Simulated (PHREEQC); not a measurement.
0.5 g of hydrous ferric oxide (600 m²/g; 0.2 weak and 0.005 strong sites per Fe, Dzombak-Morel constants, diffuse double layer) in 1 kg of water with 0.005 mol/kgw of an inert sodium salt and 2.9e-05 mol/kgw H3BO3 and 2.4e-06 mol/kgw MnCl2, at 25 °C; the pH is set by adding NaOH or the inert anion's acid. The system is closed to oxygen. The system is closed to CO2. Nothing may precipitate in this run.

Base run: PHREEQC, ion-association model, wateq4f.dat. Each further column changes one thing. The table gives B sorbed (%).

```csv
pH,base,no electrostatic term (-no_edl),background salt from 0.005 to 0.0005 mol/kgw,oxide from 0.5 to 2.5 g/kgw,0.00043 mol/kgw ZnCl2 added
3,0.1,0.0,0.2,0.3,0.1
4,0.2,0.0,0.3,1.1,0.2
4.5,0.3,0.0,0.3,1.4,0.3
5.5,0.3,0.0,0.4,1.7,0.3
6,0.4,0.0,0.4,1.7,0.3
7,0.4,0.2,0.4,1.8,0.3
8,0.3,0.3,0.3,1.7,0.1
8.5,0.3,0.3,0.3,1.5,0.1
9.5,0.1,0.0,0.1,0.6,0.0
10,0.0,0.0,0.1,0.2,0.0
11,0.0,0.0,0.0,0.0,0.0
```

The oxide is taken as insoluble; below pH 4 it would dissolve. In at least one series the solution becomes supersaturated in solids that the run did not let form, among them Zn(OH)2-e.
